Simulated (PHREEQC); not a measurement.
Consider water at 20 °C with 11 mmol/kgw NaH2PO4. Closed to the air; pH follows from the charge balance.

The numbers come from PHREEQC with the ion-association model, phreeqc.dat.

| Quantity | Value |
|---|---|
| pH | 4.71 |
| ionic strength | 0.0111 mol/kgw |
| specific conductance | 750 µS/cm |

```tsv
species	molality	activity	log γ
Na+	0.0110	0.00990	-0.046
H2PO4-	0.0109	0.00985	-0.045
HPO4-2	4.68e-5	3.08e-5	-0.182
H3PO4	2.63e-5	2.64e-5	0.001
H+	2.12e-5	1.93e-5	-0.041
NaHPO4-	6.60e-7	5.95e-7	-0.045
```

No solid was allowed to form.
